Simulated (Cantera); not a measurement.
A Cantera script and its output.

```python
import numpy as np
import cantera as ct

gas = ct.Solution("gri30.yaml")
gas.TPX = 1248, 680000, {'CO': 1, 'H2': 0.071, 'O2': 1.78, 'N2': 6.78}
reactor = ct.IdealGasReactor(gas, energy="on", clone=False)
net = ct.ReactorNet([reactor])
net.rtol, net.atol = 1e-08, 1e-16
show = ['CO', 'H2', 'O2', 'O', 'H', 'NO', 'CO2']
times = np.geomspace(7e-06, 7, 14)

steps = ct.SolutionArray(gas, extra=["t"])
rows = []
print(f"{'t/s':>10s}{'T/K':>9s}{'P/Pa':>11s}" + "".join(f"{s:>11s}" for s in show))
for t in times:
    while net.time < t:
        t_next = net.step()
        steps.append(gas.state, t=t_next)
    rows.append([np.interp(t, steps.t, y) for y in (steps.T, steps.P, *steps(*show).X.T)])
    print(f"{t:10.3e}{rows[-1][0]:9.1f}{rows[-1][1]:11.4g}" + "".join(f"{x:11.3e}" for x in rows[-1][2:]))
rate = np.gradient(steps.T, steps.t)
print("integrator steps:", len(steps.t))
if steps.T.max() > steps.T[0] + 200:
    print(f"time of steepest temperature rise: {steps.t[rate.argmax()]:.4e} s")
gas.TPX = 1248, 680000, {'CO': 1, 'H2': 0.071, 'O2': 1.78, 'N2': 6.78}
gas.equilibrate("UV")
print(f"equilibrium (UV): T = {gas.T:.1f} K  " + "  ".join(f"{s} {gas[s].X[0]:.3e}" for s in show))
```

Result:

```
       t/s      T/K       P/Pa         CO         H2         O2          O          H         NO        CO2
 7.000e-06   1248.0    6.8e+05  1.038e-01  7.372e-03  1.848e-01  1.763e-07  3.779e-08  5.765e-16  3.971e-07
 2.026e-05   1248.2  6.801e+05  1.038e-01  7.354e-03  1.848e-01  6.321e-06  1.477e-06  5.960e-13  1.999e-05
 5.864e-05   1464.7  7.895e+05  8.779e-02  4.705e-04  1.736e-01  1.994e-03  1.784e-04  2.244e-07  1.717e-02
 1.697e-04   2275.0  1.174e+06  3.190e-03  2.746e-05  1.370e-01  1.258e-03  3.512e-05  1.310e-04  1.065e-01
 4.912e-04   2301.4  1.185e+06  1.015e-03  1.211e-05  1.365e-01  5.422e-04  9.960e-06  2.890e-04  1.088e-01
 1.422e-03   2300.5  1.185e+06  1.004e-03  1.202e-05  1.363e-01  5.371e-04  9.839e-06  6.688e-04  1.088e-01
 4.115e-03   2297.7  1.184e+06  9.890e-04  1.187e-05  1.358e-01  5.277e-04  9.643e-06  1.707e-03  1.088e-01
 1.191e-02   2290.9   1.18e+06  9.538e-04  1.151e-05  1.346e-01  5.057e-04  9.181e-06  4.220e-03  1.089e-01
 3.447e-02   2279.6  1.174e+06  8.973e-04  1.092e-05  1.325e-01  4.706e-04  8.451e-06  8.408e-03  1.089e-01
 9.976e-02   2272.2   1.17e+06  8.621e-04  1.055e-05  1.311e-01  4.490e-04  8.005e-06  1.112e-02  1.090e-01
 2.887e-01   2271.6   1.17e+06  8.591e-04  1.052e-05  1.310e-01  4.472e-04  7.968e-06  1.135e-02  1.090e-01
 8.356e-01   2271.6   1.17e+06  8.591e-04  1.052e-05  1.310e-01  4.472e-04  7.968e-06  1.135e-02  1.090e-01
 2.419e+00   2271.6   1.17e+06  8.591e-04  1.052e-05  1.310e-01  4.472e-04  7.968e-06  1.135e-02  1.090e-01
 7.000e+00   2271.6   1.17e+06  8.591e-04  1.052e-05  1.310e-01  4.472e-04  7.968e-06  1.135e-02  1.090e-01
integrator steps: 1369
time of steepest temperature rise: 8.7635e-05 s
equilibrium (UV): T = 2271.6 K  CO 8.591e-04  H2 1.052e-05  O2 1.310e-01  O 4.472e-04  H 7.968e-06  NO 1.135e-02  CO2 1.090e-01
```

Cantera simulation using GRI-Mech 3.0 (53 species, 325 reactions); the numbers are that mechanism's predictions, not measurements. The hydrogen kinetics of GRI-Mech 3.0 are dated; newer H2 mechanisms differ, most at raised pressure.
